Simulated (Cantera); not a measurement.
Input (Python, Cantera) and output of one run.

```python
import numpy as np
import cantera as ct

gas_names = """
    B BF BF2 BF3 BN B2 F F2 N NF NF2 NF3 N2
""".split()
cond_names = """
    B(b) B(L) BN(s)
""".split()


# ... load() reads the species with a 1 bar reference pressure and builds the phases ...
atoms = {
    'BN': {'B': 1, 'N': 1},
    'F2': {'F': 2},
}
top_T = {'BN(s)': 3200}  # K; cautious upper limits of use, not melting points


# ... equilibrate(T, P, feed) seeds the gas with the atoms and calls Mixture.equilibrate('TP', solver="vcs", rtol=1e-11, max_steps=5000) ...
results = []
feed = {'BN': 1, 'F2': 5.1}  # mol
P = 133.322  # Pa
for T in [775, 875, 975, 1075, 1175, 1275, 1375, 1475, 1575, 1675, 1775, 1875, 1975, 2075]:
    mix = equilibrate(T, P, feed)
    results.append((T, P, feed, dict(zip(mix.species_names, mix.species_moles))))

top = {s: max(r[3][s] / sum(r[3][g] for g in gas_names) for r in results) for s in gas_names}
cols = sorted((s for s in top if top[s] > 1e-05), key=lambda s: -top[s])[:6]
seen = [c for c in cond_names if any(r[3].get(c, 0) > 1e-12 for r in results)]
print("log10 of partial pressures in bar; condensed amounts in mol")
print(f"{'T/K':>10s}" + "".join(f"{s[:9]:>10s}" for s in cols + seen))
for T, P, feed, n in results:
    ng = sum(n[g] for g in gas_names)
    print(f"{T:10.4g}" + "".join(f"{np.log10(max(n[s] / ng * P / 1e5, 1e-99)):10.3f}" for s in cols)
          + "".join(f"{n.get(c, 0):10.4g}" for c in seen))
```

Output:

```
log10 of partial pressures in bar; condensed amounts in mol
       T/K         F        F2       BF3        N2       NF3
       775    -3.801    -3.098    -3.606    -3.924    -5.026
       875    -3.277    -3.310    -3.678    -3.980    -6.378
       975    -3.032    -3.827    -3.769    -4.070    -7.992
      1075    -2.971    -4.527    -3.805    -4.106    -9.703
      1175    -2.960    -5.190    -3.813    -4.114   -11.229
      1275    -2.958    -5.764    -3.814    -4.115   -12.535
      1375    -2.958    -6.258    -3.814    -4.115   -13.653
      1475    -2.957    -6.687    -3.815    -4.116   -14.620
      1575    -2.957    -7.063    -3.815    -4.116   -15.463
      1675    -2.957    -7.395    -3.815    -4.116   -16.206
      1775    -2.957    -7.689    -3.815    -4.116   -16.863
      1875    -2.957    -7.953    -3.815    -4.116   -17.450
      1975    -2.957    -8.191    -3.815    -4.116   -17.977
      2075    -2.957    -8.406    -3.815    -4.116   -18.452
```

Equilibrium computed with Cantera from the NASA thermochemical tables; the gas is ideal and each condensed phase is pure.
